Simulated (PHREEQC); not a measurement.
PHREEQC input (Pitzer model, pitzer.dat):

```
SOLUTION 1
  temp 25
  units mol/kgw
  pH 7 charge
  Na 0.041
  C(4) 0.005
END
USE solution 1
INCREMENTAL_REACTIONS false
REACTION 1
  H2O -1
  0 9.886 18.011 24.689 30.178 34.689 38.397 41.444
  43.949 46.007 47.699 49.089 50.232 51.172 51.944 52.578
  53.1 53.528 53.88 54.17 54.408 54.603 54.764 54.896
  55.005 55.094 55.168 55.228 moles
EQUILIBRIUM_PHASES 1
  Nahcolite 0 0
  Natron 0 0
  Trona 0 0
SELECTED_OUTPUT 1
  -reset false
  -pH true
  -pe true
  -ionic_strength true
  -water true
  -activities H2O
  -totals C Na
  -molalities H+ Na+ CO3-2 OH- HCO3- CO2
  -equilibrium_phases Nahcolite Natron Trona
PRINT
  -reset false
END
```

Selected output (columns that matter, 26 of 28 rows; water left (kg) added in front):

```
water left (kg)	pH	mu	C	Na	m_Na+	m_CO3-2	m_OH-	la_H2O
1	12.403	0.045979	0.005	0.041	0.041	0.0049792	0.031021	-0.00056202
0.821894	12.482	0.055948	0.0060835	0.049885	0.049885	0.0060635	0.037738	-0.00068072
0.675514	12.56	0.068077	0.0074018	0.060695	0.060695	0.0073825	0.04591	-0.00082454
0.555203	12.639	0.082834	0.0090057	0.073847	0.073847	0.0089871	0.055854	-0.00099876
0.456313	12.717	0.10079	0.010957	0.089851	0.089851	0.010939	0.067954	-0.0012099
0.375043	12.795	0.12263	0.013332	0.10932	0.10932	0.013315	0.082674	-0.0014659
0.30824	12.873	0.14922	0.016221	0.13301	0.13301	0.016205	0.10059	-0.0017766
0.208215	13.03	0.22091	0.024014	0.19691	0.19691	0.023998	0.1489	-0.0026118
0.171138	13.109	0.26877	0.029216	0.23957	0.23957	0.029201	0.18115	-0.0031688
0.140655	13.188	0.32703	0.035548	0.29149	0.29149	0.035534	0.22041	-0.003847
0.115613	13.268	0.39787	0.043248	0.35463	0.35463	0.043234	0.26815	-0.0046732
0.0950206	13.348	0.48409	0.05262	0.43149	0.43149	0.052607	0.32626	-0.0056822
0.0780856	13.431	0.58908	0.064032	0.52506	0.52506	0.06402	0.39701	-0.0069173
0.0641773	13.514	0.71675	0.077909	0.63886	0.63886	0.077897	0.48305	-0.0084308
0.0527551	13.6	0.87194	0.094778	0.77718	0.77718	0.094766	0.58763	-0.010291
0.0433508	13.689	1.0611	0.11534	0.94577	0.94577	0.11533	0.71511	-0.012592
0.0356399	13.781	1.2907	0.14029	1.1504	1.1504	0.14028	0.86982	-0.015443
0.0292983	13.877	1.57	0.17066	1.3994	1.3994	0.17065	1.0581	-0.019008
0.0240737	13.98	1.9108	0.2077	1.7031	1.7031	0.20769	1.2877	-0.023515
0.0162727	14.21	2.8268	0.30726	2.5196	2.5196	0.30726	1.905	-0.036634
0.0133721	14.342	3.44	0.37391	3.0661	3.0661	0.3739	2.3183	-0.046339
0.010994	14.491	4.1841	0.45479	3.7293	3.7293	0.45479	2.8197	-0.059224
0.00903029	14.662	5.094	0.55369	4.5403	4.5403	0.55369	3.4329	-0.076769
0.00742687	14.859	6.1937	0.67323	5.5205	5.5205	0.67323	4.174	-0.10081
0.00609369	15.097	7.5488	0.82052	6.7283	6.7283	0.82052	5.0872	-0.13504
0.00501273	15.38	9.1766	0.99746	8.1792	8.1792	0.99746	6.1843	-0.18342
```

Species that the database lacks are ignored.
